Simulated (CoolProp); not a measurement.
A closed Brayton cycle with carbon dioxide: compressor inlet 309.15 K and 7.7 MPa, high pressure 18.1 MPa, turbine inlet 670 K, compressor efficiency 0.85, turbine efficiency 0.85, recuperator effectiveness 0.9 (on enthalpy, no pinch check). Each further row changes one setting.

Computed with CoolProp (reference Helmholtz-energy equation of state, Span 1996).

```
case                           thermal efficiency (%)  net work (kJ/kg)  compressor to turbine work  compressor exit (K)  turbine exit (K)
-----------------------------  ----------------------  ----------------  --------------------------  -------------------  ----------------
as stated                                           ?              51.7                        0.38                368.0             583.6
turbine inlet 620 K                                 ?                 ?                        0.42                368.0                 ?
compressor inlet 319.15 K                        24.3              42.7                        0.49                389.7             583.6
high pressure 15.4 MPa                           24.7                 ?                           ?                356.6                 ?
recuperator effectiveness 0.5                    17.3              51.7                        0.38                368.0             583.6
```

Problem. Fill in the missing entries.

Solution. 
- as stated, thermal efficiency (%): 26.1
- turbine inlet 620 K, thermal efficiency (%): 23.7
- turbine inlet 620 K, net work (kJ/kg): 43.9
- turbine inlet 620 K, turbine exit (K): 536.7
- high pressure 15.4 MPa, net work (kJ/kg): 44.2
- high pressure 15.4 MPa, compressor to turbine work: 0.36
- high pressure 15.4 MPa, turbine exit (K): 599.7
